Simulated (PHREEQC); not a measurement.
PHREEQC input (Pitzer model, pitzer.dat):

```
SOLUTION 1
  temp 25
  units mol/kgw
  pH 7 charge
  Na 4.4
  S(6) 0.3
SOLUTION 2
  temp 25
  units mol/kgw
  pH 7 charge
  K 0.0322
  Si 4.4e-06
  C(4) 0.0011
END
SELECTED_OUTPUT 1
  -reset false
  -pH true
  -pe true
  -ionic_strength true
  -water true
  -totals C K Na S Si
  -molalities H+ Na+ K+ CO3-2 SO4-2 H4SiO4 OH- HCO3- CO2 HSO4-
    H3SiO4- H2SiO4-2
  -equilibrium_phases Arcanite Burkeite Glaserite Kalicinite Mirabilite Misenite Nahcolite Natron SiO2(a) Thenardite
    Trona
PRINT
  -reset false
MIX 1
  1 1
  2 0
EQUILIBRIUM_PHASES 1
  Arcanite 0 0
  Burkeite 0 0
  Glaserite 0 0
  Kalicinite 0 0
  Mirabilite 0 0
  Misenite 0 0
  Nahcolite 0 0
  Natron 0 0
  SiO2(a) 0 0
  Thenardite 0 0
  Trona 0 0
END
# ... the last block is repeated for the other 10 points of share of solution B
```

Selected output (columns that matter, 11 of 11 rows; share of solution B added in front):

```
share of solution B	pH	mu	C	K	Na	S	Si	m_Na+	m_K+	m_CO3-2	m_SO4-2	m_OH-	m_H3SiO4-	m_H2SiO4-2
0	14.671	4.7	0	0	4.4	0.3	0	4.4	0	0	0.3	3.8	0	0
0.1	14.579	4.2333	0.00011	0.00322	3.96	0.27	4.4e-07	3.96	0.00322	0.00011	0.27	3.423	4.3373e-10	4.3957e-07
0.2	14.485	3.7667	0.00022	0.00644	3.52	0.24	8.8e-07	3.52	0.00644	0.00022	0.24	3.046	1.1966e-09	8.788e-07
0.3	14.388	3.3	0.00033	0.00966	3.08	0.21	1.32e-06	3.08	0.00966	0.00032999	0.21	2.669	2.5356e-09	1.3175e-06
0.4	14.285	2.8333	0.00044	0.01288	2.64	0.18	1.76e-06	2.64	0.01288	0.00043999	0.18	2.292	4.9298e-09	1.7551e-06
0.5	14.174	2.3666	0.00055	0.0161	2.2	0.15	2.2e-06	2.2	0.0161	0.00054999	0.15	1.915	9.3846e-09	2.1906e-06
0.6	14.051	1.9	0.00066	0.01932	1.76	0.12	2.64e-06	1.76	0.01932	0.00065998	0.12	1.538	1.8254e-08	2.6217e-06
0.7	13.907	1.4333	0.00077	0.02254	1.32	0.09	3.08e-06	1.32	0.02254	0.00076996	0.09	1.161	3.7988e-08	3.042e-06
0.8	13.724	0.96664	0.00088	0.02576	0.88	0.06	3.52e-06	0.88	0.02576	0.00087992	0.06	0.78399	9.1275e-08	3.4287e-06
0.9	13.444	0.49997	0.00099	0.02898	0.44	0.03	3.96e-06	0.44	0.02898	0.0009898	0.03	0.40699	3.0553e-07	3.6544e-06
1	12.403	0.033295	0.0011	0.0322	0	0	4.4e-06	0	0.0322	0.0010944	0	0.03	3.3458e-06	1.0468e-06
```

Species that the database lacks are ignored. In brines, pH and single-ion activities rest on the MacInnes convention.
